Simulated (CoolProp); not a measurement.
Properties of dodecamethylcyclohexasiloxane (D6) along the isobar 3.3 MPa.

Computed with CoolProp (reference Helmholtz-energy equation of state, Colonna 2008). It is a short technical equation, of lower accuracy than the large ones.

| T (K) | phase | cp (kJ/(kg K)) | speed of sound (m/s) | isothermal compressibility (1/MPa) | fugacity coefficient |
|---|---|---|---|---|---|
| 419.1 | liquid | 1.808 | 507.6 | 0.005031 | 0.002765 |
| 434.6 | liquid | 1.839 | (withheld) | 0.005595 | 0.004828 |
| 450 | liquid | 1.869 | 464.8 | 0.006243 | 0.007964 |
| 465.5 | liquid | 1.899 | 443.5 | (withheld) | 0.01257 |
| 480.9 | liquid | 1.929 | 422.3 | 0.007897 | 0.01897 |
| 496.4 | liquid | 1.958 | 401.0 | 0.008965 | 0.02764 |
| 511.8 | liquid | 1.988 | 379.9 | 0.01024 | 0.03884 |
| 527.3 | liquid | 2.017 | 358.5 | 0.01180 | 0.05307 |
| 542.7 | liquid | 2.046 | 337.2 | 0.01372 | 0.07040 |
| 558.2 | liquid | 2.075 | (withheld) | (withheld) | 0.09125 |
| 573.6 | liquid | 2.104 | 294.4 | 0.01915 | 0.1154 |
| 589.1 | liquid | 2.133 | 273.1 | 0.02305 | 0.1432 |
| 604.5 | liquid | 2.163 | 252.2 | (withheld) | 0.1741 |
| 620 | liquid | 2.193 | 231.6 | 0.03471 | 0.2082 |

**Question.** What belongs in the gaps?

**Answer.** 
- 434.6, speed of sound (m/s): 486.0
- 465.5, isothermal compressibility (1/MPa): 0.007005
- 558.2, speed of sound (m/s): 315.7
- 558.2, isothermal compressibility (1/MPa): 0.01612
- 604.5, isothermal compressibility (1/MPa): 0.02809
